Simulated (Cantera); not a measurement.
Input: 1 mol SiH2Cl2, 17 mol N2, 0.13 mol H2, at 1427 °C and 100 Torr.

Equilibrium computed with Cantera from the NASA thermochemical tables; the gas is ideal and each condensed phase is pure. Candidate condensed phases: NH4Cl, Si, Si3N4; 28 gas species. The tables' values for SiCl3 are old estimates; treat these amounts as uncertain. Rates play no part.

Base state: N2 0.888, HCl 0.0574, H2 0.0316, SiCl2 0.0209, SiCl3 0.00198, SiCl4 0.000370, Cl 0.000101, H 7.17e-5 (mole fractions); condensed: Si3N4(s).

Problem. What changes in the equilibrium state with this change: temperature from 1427 °C to 1550 °C?

Solution. 
| species | before | after |
|---|---|---|
| N2 | 0.888 | 0.887 |
| HCl | 0.0574 | 0.0417 |
| H2 | 0.0316 | 0.0390 |
| SiCl2 | 0.0209 | 0.0303 |
| SiCl | 5.43e-6 | 4.40e-5 |
| SiCl4 | 0.000370 | 5.81e-5 |
| H | 7.17e-5 | 0.000234 |
| Si3N4(s), mol | 0.188 | 0.135 |
The tables' values for SiCl3, SiCl are old estimates; treat these amounts as uncertain.
